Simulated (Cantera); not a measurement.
Charge: 1 mol Fe(CO)5, 0.093 mol O2, 0.14 mol H2, 0.23 mol CO, at 0.203 Torr.

Equilibrium computed with Cantera from the NASA thermochemical tables; the gas is ideal and each condensed phase is pure. Candidate condensed phases: C, C6H6, C7H8, C8H18, Fe, Fe(CO)5, FeO, Fe(OH)2, Fe(OH)3, Fe2O3, Fe3O4, H2O; 114 gas species. Kinetics and transport are ignored.

x: gas mole fraction; n: condensed amount in mol.

| T (K) | x CO | x CO2 | x H2 | x H2O | n Fe(α) | n Fe(γ) |
|---|---|---|---|---|---|---|
| 800 | 0.940 | 0.0344 | 0.0258 | [?] | 1.00 | 0 |
| 850 | 0.940 | 0.0343 | 0.0258 | [?] | 1.00 | 0 |
| 900 | 0.940 | 0.0342 | 0.0257 | [?] | 1.00 | 0 |
| 950 | 0.940 | 0.0341 | 0.0256 | [?] | 1.00 | 0 |
| 1000 | 0.940 | 0.0340 | 0.0254 | [?] | 1.00 | 0 |
| 1050 | 0.940 | 0.0339 | 0.0253 | [?] | 1.00 | 0 |
| 1100 | 0.940 | 0.0337 | 0.0252 | [?] | 1.00 | 0 |
| 1150 | 0.940 | 0.0336 | 0.0250 | [?] | 1.00 | 0 |
| 1200 | 0.941 | 0.0334 | 0.0249 | [?] | 0 | 1.000 |
| 1250 | 0.941 | 0.0333 | 0.0247 | [?] | 0 | 1.000 |
| 1300 | 0.941 | 0.0331 | 0.0245 | [?] | 0 | 1.000 |
| 1350 | 0.941 | 0.0330 | 0.0244 | [?] | 0 | 1.000 |
| 1400 | 0.941 | 0.0328 | 0.0242 | [?] | 0 | 1.000 |

Q: Some entries are withheld; supply them.

A: 
- 800, x H2O: 0.000224
- 850, x H2O: 0.000308
- 900, x H2O: 0.000406
- 950, x H2O: 0.000518
- 1000, x H2O: 0.000641
- 1050, x H2O: 0.000774
- 1100, x H2O: 0.000914
- 1150, x H2O: 0.00106
- 1200, x H2O: 0.00121
- 1250, x H2O: 0.00137
- 1300, x H2O: 0.00152
- 1350, x H2O: 0.00168
- 1400, x H2O: 0.00183
